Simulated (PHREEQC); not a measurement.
## Brine

Solution (25 °C): 0.43 mol H2SO4, 0.87 mol KCl and 3.4 mol KBr per kg of water. Closed to the air; pH follows from the charge balance.

All values are PHREEQC results (Pitzer model, pitzer.dat), not measurements.

No solid was allowed to form.

### Question
Estimate the pH, density.

### Answer
pH -0.09; density 1.286 g/cm³.

### Question
In which forms is S present?

### Answer
HSO4- 84 %, SO4-2 16 % of the S.

In brines, pH and single-ion activities rest on the MacInnes convention.
